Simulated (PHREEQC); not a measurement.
Dissolve 0.29 mmol/kgw H2S, 0.2 mmol/kgw NaOH and 16 mmol/kgw FeCl2 at 25 °C. Closed to the air; pH follows from the charge balance.

Model: ion-association model, wateq4f.dat, run in PHREEQC.

```
quantity                before    after
--------------------  --------  -------
pH                        5.58     6.17
FeCl+ (mol/kgw)       0.000328  1.89e-5
Fe(HS)2 (mol/kgw)      9.86e-5  1.81e-5
H2S (mol/kgw)          8.80e-5  1.84e-5
HS- (mol/kgw)          4.70e-6  3.41e-6
SI of FeS(ppt) (FeS)     +1.96    +1.90
SI of Halite (NaCl)      -6.95    -8.26
```

Question: Name the change that produced these shifts.
(A) diluted 2-fold with water
(B) 0.002 mol/kgw H4SiO4 added
(C) diluted 5-fold with water
(D) FeCl2 from 0.016 to 0.16 mol/kgw

Answer: C, diluted 5-fold with water

Precipitation was switched off in this run. Some of these states are supersaturated (in Mackinawite, FeS(ppt), for instance).
